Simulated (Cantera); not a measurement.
Input: 1 mol Si, 0.023 mol O2, 220 mol N2, held at 1000 Pa.

These are equilibrium values from Cantera (NASA tables, ideal gas, pure condensed phases), not measurements of a reactor. Candidate condensed phases: Si, SiO2, Si2N2O, Si3N4; 16 gas species. Equilibrium is a limit: real reactors are often held back by kinetics, nucleation or transport.

Question: What share of the Si ends up in condensed phases as a function of T (K), at 1623, 1673, 1723, 1773, 1823, 1873, 1923, 1973?

Answer: 
| T (K) | Si condensed (%) | as |
|---|---|---|
| 1623 | 95.4 | Si3N4(s) |
| 1673 | 95.2 | Si3N4(s) |
| 1723 | 94.5 | Si3N4(s) |
| 1773 | 91.7 | Si3N4(s) |
| 1823 | 83.8 | Si(l) |
| 1873 | 72.8 | Si(l) |
| 1923 | 52.6 | Si(l) |
| 1973 | 16.8 | Si(l) |
